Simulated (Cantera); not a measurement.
A perfectly stirred reactor is fed with CH4 : H2 : O2 : N2 = 1 : 0.41 : 5.01 : 18.8 (molar parts), at 7.00 bar; it is adiabatic with a 400 K inlet, and is followed from long to short residence time, starting on the burning branch (τ in s: 0.33, 0.13, 0.049, 0.019, 0.0072, 0.0028, 0.0011, 0.00041, 0.00016, 6.1e-05, 2.3e-05, 9e-06, 3.5e-06).

Computed with Cantera and GRI-Mech 3.0 (53 species, 325 reactions).

### Question
What does this change do: inlet temperature 400 to 698 K?

### Answer
| quantity | before | after |
|---|---|---|
| blow-out, bracketed by the residence times tried | burning at 7.20 ms, out at 2.80 ms | burning at 0.410 ms, out at 0.160 ms |
| x(CH4) at τ = 0.330 s | 1.36e-5 | 2.14e-6 |
| x(H2) at τ = 0.330 s | 7.68e-6 | 4.71e-6 |
| x(O2) at τ = 0.330 s | 0.112 | 0.112 |
| x(CO) at τ = 0.330 s | 0.000108 | 2.69e-5 |
| x(CH2CO) at τ = 0.330 s | 2.20e-8 | 1.86e-10 |
| x(CH4) at τ = 1.10 ms | 0.0397 | 0.000148 |
| x(H2) at τ = 1.10 ms | 0.0163 | 0.000202 |
| x(O2) at τ = 1.10 ms | 0.199 | 0.113 |
| x(CO) at τ = 1.10 ms | <1e-12 | 0.00200 |
| x(CH2CO) at τ = 1.10 ms | <1e-12 | 2.66e-7 |
